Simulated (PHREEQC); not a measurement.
Model water analysis in mmol/kgw, 25 °C, pH 3.74, pe 11.3: Na 9.82; K 5.08; Ca 8.05; Mg 2.4; Cl 6.9; S(6) 14.2; Zn 0.447; Cu(2) 0.0325.

Valence states are taken as typed.

Equilibrium calculation in PHREEQC: ion-association model, phreeqc.dat.

This is a speciation only: nothing precipitates in the calculation.

Q: Order these S species by the share of S that they hold, largest first: MgSO4, CaSO4, NaSO4-, KSO4-, SO4-2.

A: SO4-2 (73 %), CaSO4 (16 %), MgSO4 (6.0 %), NaSO4- (1.6 %), KSO4- (1.2 %)

Q: Order these Zn species by the share of Zn that they hold, largest first: Zn(SO4)2-2, ZnCl+, Zn+2, ZnSO4.

A: Zn+2 (63 %), ZnSO4 (34 %), Zn(SO4)2-2 (2.9 %), ZnCl+ (0.55 %)

The pH is 3.74 and the ionic strength 0.0468 mol/kgw.
